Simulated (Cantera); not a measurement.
An adiabatic, constant-volume homogeneous reactor starts with CH4 : O2 : N2 = 1 : 2.47 : 9.28 (molar parts), at 1823 K and 825 Torr. Integrator tolerance rtol = 1e-08.

Model: GRI-Mech 3.0 (53 species, 325 reactions), integrated in Cantera.

Question: What does this change do: initial temperature 1823 to 1275 K?

Answer: 
```json
[
 {"quantity": "time of steepest temperature rise", "before": "84.6 µs", "after": "12.9 ms"},
 {"quantity": "temperature at 0.600 s", "before": "2928 K", "after": "2764 K"},
 {"quantity": "equilibrium temperature", "before": "2928 K", "after": "2764 K"},
 {"quantity": "x(CH4) at 0.600 s", "before": "<1e-12 (gas-phase equilibrium <1e-12)", "after": "<1e-12 (gas-phase equilibrium <1e-12)"},
 {"quantity": "x(O2) at 0.600 s", "before": "0.0408 (gas-phase equilibrium 0.0408)", "after": "0.0380 (gas-phase equilibrium 0.0380)"},
 {"quantity": "x(C2H) at 0.600 s", "before": "<1e-12 (gas-phase equilibrium <1e-12)", "after": "<1e-12 (gas-phase equilibrium <1e-12)"},
 {"quantity": "x(HO2) at 0.600 s", "before": "1.36e-5 (gas-phase equilibrium 1.36e-5)", "after": "1.07e-5 (gas-phase equilibrium 1.07e-5)"},
 {"quantity": "x(H2O) at 0.600 s", "before": "0.115 (gas-phase equilibrium 0.115)", "after": "0.133 (gas-phase equilibrium 0.133)"}
]
```

Question: What does this change do: constant pressure in place of constant volume?

Answer: 
| quantity | before | after |
|---|---|---|
| time of steepest temperature rise | 84.6 µs | 89.3 µs |
| temperature at 0.600 s | 2928 K | 2795 K |
| equilibrium temperature | 2928 K | 2795 K |
| x(CH4) at 0.600 s | <1e-12 (gas-phase equilibrium <1e-12) | <1e-12 (gas-phase equilibrium <1e-12) |
| x(O2) at 0.600 s | 0.0408 (gas-phase equilibrium 0.0408) | 0.0407 (gas-phase equilibrium 0.0407) |
| x(C2H) at 0.600 s | <1e-12 (gas-phase equilibrium <1e-12) | <1e-12 (gas-phase equilibrium <1e-12) |
| x(HO2) at 0.600 s | 1.36e-5 (gas-phase equilibrium 1.36e-5) | 9.40e-6 (gas-phase equilibrium 9.40e-6) |
| x(H2O) at 0.600 s | 0.115 (gas-phase equilibrium 0.115) | 0.122 (gas-phase equilibrium 0.122) |

Question: What does this change do: pressure from 825 Torr to 203 Torr?

Answer: 
```
quantity                                                            before                                    after
---------------------------------  ---------------------------------------  ---------------------------------------
time of steepest temperature rise                                  84.6 µs                                 0.317 ms
temperature at 0.600 s                                              2928 K                                   2798 K
equilibrium temperature                                             2928 K                                   2798 K
x(CH4) at 0.600 s                    <1e-12 (gas-phase equilibrium <1e-12)    <1e-12 (gas-phase equilibrium <1e-12)
x(O2) at 0.600 s                     0.0408 (gas-phase equilibrium 0.0408)    0.0433 (gas-phase equilibrium 0.0433)
x(C2H) at 0.600 s                    <1e-12 (gas-phase equilibrium <1e-12)    <1e-12 (gas-phase equilibrium <1e-12)
x(HO2) at 0.600 s                  1.36e-5 (gas-phase equilibrium 1.36e-5)  7.41e-6 (gas-phase equilibrium 7.41e-6)
x(H2O) at 0.600 s                      0.115 (gas-phase equilibrium 0.115)      0.109 (gas-phase equilibrium 0.109)
```
